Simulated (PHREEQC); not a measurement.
Leach liquor (model solution)

Solution (20 °C): 0.16 mol/kgw HCl, 0.0023 mol/kgw CuSO4 and 0.00024 mol/kgw MgSO4. Closed to the air; pH follows from the charge balance.

The numbers come from PHREEQC with the ion-association model, phreeqc.dat.

Each row changes one thing in this solution. This is a speciation only: nothing precipitates in the calculation.

```csv
case,pH,HSO4- (mol/kgw),Cu+2 (mol/kgw),SO4-2 (mol/kgw),CuCl+ (mol/kgw),CuSO4 (mol/kgw)
as made,0.90,0.00207,0.00203,0.000446,0.000237,1.90e-5
HCl replaced by AlCl3 at the same molality,3.25,2.66e-6,0.00187,0.000268,0.000400,2.66e-6
temperature from 20 to 70 °C,0.90,0.00237,0.00116,0.000162,0.00107,4.43e-6
diluted 2-fold with water,1.18,0.000935,0.00106,0.000323,7.54e-5,1.12e-5
MgSO4 from 0.00024 to 4.8e-05 mol/kgw,0.90,0.00192,0.00203,0.000412,0.000237,1.76e-5
```

The ionic strength passes 0.7 mol/kgw, the rough limit of the ion-association models, in HCl replaced by AlCl3 at the same molality. At this temperature some constants are extrapolated from 25 °C, and those without enthalpy data are left unchanged.
